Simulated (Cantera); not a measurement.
Feed: 1 mol Si3N4, 0.49 mol N2O, 110 mol H2, equilibrated at 75.0 Torr.

Equilibrium computed with Cantera from the NASA thermochemical tables; the gas is ideal and each condensed phase is pure. Candidate condensed phases: H2O, Si, SiO2, Si2N2O, Si3N4; 35 gas species. Gases not in the tables: Si2H6 and higher silanes. Rates play no part. All values below are at 1850 K.

Base state: H2 0.972, N2 0.0220, SiO 0.00433, H 0.00168, Si 6.45e-5, SiH2 4.10e-5, SiH 1.99e-5 (mole fractions); condensed: Si(l).

Q: What changes in the equilibrium state with this change: pressure from 75.0 Torr to 15.0 Torr?

A: 
```json
[
 {"species": "H2", "before": "0.972", "after": "0.970"},
 {"species": "N2", "before": "0.0220", "after": "0.0220"},
 {"species": "SiO", "before": "0.00433", "after": "0.00433"},
 {"species": "H", "before": "0.00168", "after": "0.00375"},
 {"species": "Si", "before": "6.45e-5", "after": "0.000322"},
 {"species": "SiH", "before": "1.99e-5", "after": "4.45e-5"},
 {"species": "SiH2", "before": "4.10e-5", "after": "4.09e-5"},
 {"species": "Si(l), mol", "before": "2.50", "after": "2.46"}
]
```

Q: What changes in the equilibrium state with this change: N2O from 0.49 to 0.018 mol?

A: 
```csv
species,before,after
H2,0.972,0.980
N2,0.0220,0.0180
H,0.00168,0.00169
SiO,0.00433,0.000160
SiH2,4.10e-5,4.13e-5
SiH,1.99e-5,2.00e-5
Si,6.45e-5,6.45e-5
"Si(l), mol",2.50,2.97
```

Q: What changes in the equilibrium state with this change: Si3N4 replaced by SiC?

A: 
```tsv
species	before	after
H2	0.972	0.989
N2	0.0220	0.00439
SiO	0.00433	0.00221
CO	0	0.00220
HCN	0	4.10e-5
Si	6.45e-5	2.43e-5
Si(l), mol	2.50	0
SiC(s), mol	0	0.749
```
Further candidate phases: C, C6H6, C7H8, C8H18, SiC.
